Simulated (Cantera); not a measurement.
Charge: 1 mol CHF3, 0.12 mol F2, held at 13300 Pa.

These are equilibrium values from Cantera (NASA tables, ideal gas, pure condensed phases), not measurements of a reactor. Candidate condensed phases: C, C6H6, C7H8, C8H18; 95 gas species. Gases not in the tables: C2F6 and larger saturated fluorocarbons. The numbers say what is thermodynamically allowed, not how fast it happens.

Task: At 2748 K, list the 7 most abundant gas species with their mole fractions, and the condensed phases.

Result: HF 0.404, F 0.293, CF2 0.267, CF 0.0191, CF4 0.0102, CF3 0.00597, H 0.000179. Condensed: C(graphite).
